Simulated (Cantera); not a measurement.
A closed system holds: 1 mol B, 46 mol H₂, 45 mol N₂, equilibrated at 2023 K.

These are equilibrium values from Cantera (NASA tables, ideal gas, pure condensed phases), not measurements of a reactor. Candidate condensed phases: B, BN; 15 gas species. Equilibrium is a limit: real reactors are often held back by kinetics, nucleation or transport.

Problem. Which condensed phases are stable at each of these points (P (Pa)): 10, 37, 140, 520, 1900, 7200, 27000, 100000?

Solution. 
```csv
P (Pa),condensed phases,B condensed (%)
10,B(s),78.6
37,BN(s),92.8
140,BN(s),98.1
520,BN(s),99.3
1900,BN(s),99.7
7200,BN(s),99.8
27000,BN(s),99.9
100000,BN(s),100.0
```

At 0.000100 bar the condensed part is B(s). From 0.000370 bar to 1.00 bar the condensed part is BN(s). The share of B in condensed phases is highest at 1.00 bar (100.0 %) and lowest at 0.000100 bar (78.6 %).
